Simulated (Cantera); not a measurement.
A Cantera script and what it prints.

```python
import numpy as np
import cantera as ct

gas_names = """
    CL CLO CL2 Fe FeCL FeCL2 FeCL3 FeO Fe(OH)2 Fe2CL4 Fe2CL6 H HCL HOCL HO2 H2 H2O H2O2 O OH O2 O3
""".split()
cond_names = """
    Fe(a) Fe(c) Fe(d) Fe(L) FeCL2(s) FeCL2(L) FeCL3(s) FeCL3(L) FeO(s) FeO(L) Fe(OH)2(s) Fe(OH)3(s)
    Fe2O3(s) Fe3O4(s) H2O(s) H2O(L)
""".split()


# ... load() reads the species with a 1 bar reference pressure and builds the phases ...
atoms = {
    'Fe2O3': {'Fe': 2, 'O': 3},
    'HCl': {'H': 1, 'CL': 1},
}
top_T = {'Fe2O3(s)': 1830, 'Fe3O4(s)': 1870}  # K; cautious upper limits of use, not melting points


# ... equilibrate(T, P, feed) seeds the gas with the atoms and calls Mixture.equilibrate('TP', solver="vcs", rtol=1e-11, max_steps=5000) ...
results = []
feed = {'Fe2O3': 1, 'HCl': 3}  # mol
T = 800  # K
P = 16000  # Pa
mix = equilibrate(T, P, feed)
results.append((T, P, feed, dict(zip(mix.species_names, mix.species_moles))))
x = sorted(zip(gas.X, gas.species_names), reverse=True)
print(f"T = {T:g} K  P = {P:g} Pa  gas = {mix.phase_moles(0):.4g} mol")
print("   x: " + "  ".join(f"{s} {v:.3e}" for v, s in x if v > 0.001))
print("   condensed (mol): " + ("  ".join(f"{mix.phase(i).name} {mix.phase_moles(i):.4g}"
      for i in range(1, mix.n_phases) if mix.phase_moles(i) > 1e-12) or "none"))
```

Result:

```
T = 800 K  P = 16000 Pa  gas = 2.969 mol
   x: HCL 9.620e-01  H2O 2.413e-02  FeCL3 1.099e-02  Fe2CL6 2.396e-03
   condensed (mol): Fe2O3(s) 0.9761
```

Equilibrium computed with Cantera from the NASA thermochemical tables; the gas is ideal and each condensed phase is pure. Condensed phases not in the tables: FeOCl.
